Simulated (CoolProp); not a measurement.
The fluoroketone C6F12O (FK-5-1-12) at several states: density (kg/m³) from the reference equation and from simpler models built on Tc = 168.7 °C, pc = 1.869 MPa, ω = 0.471; each cubic takes its own stable root.

Computed with CoolProp (reference Helmholtz-energy equation of state, McLinden 2015).

| T (°C) | p (MPa) | phase | reference | van der Waals | Redlich-Kwong | Soave-Redlich-Kwong | Peng-Robinson |
|---|---|---|---|---|---|---|---|
| 67.45 | 0.0376 | gas | 4.276 | 4.243 | 4.257 | 4.268 | 4.273 |
| -30.25 | 9.51 | liquid | 1783 | 1091 | ___ | ___ | 1823 |
| 198.45 | 4.51 | supercritical | ___ | ___ | 839.9 | ___ | 856.8 |
| -61.65 | 0.0419 | liquid | 1844 | 1067 | ___ | ___ | 1853 |
| 114.95 | 0.403 | gas | 45.67 | 43.62 | 44.66 | 45.34 | ___ |
| 10.75 | 0.0156 | gas | 2.121 | 2.103 | 2.109 | 2.114 | 2.115 |

Fill in the missing entries.


- -30.25, Redlich-Kwong: 1570
- -30.25, Soave-Redlich-Kwong: 1626
- 198.45, reference: 910.0
- 198.45, van der Waals: 721.5
- 198.45, Soave-Redlich-Kwong: 783.5
- -61.65, Redlich-Kwong: 1586
- -61.65, Soave-Redlich-Kwong: 1651
- 114.95, Peng-Robinson: 45.82
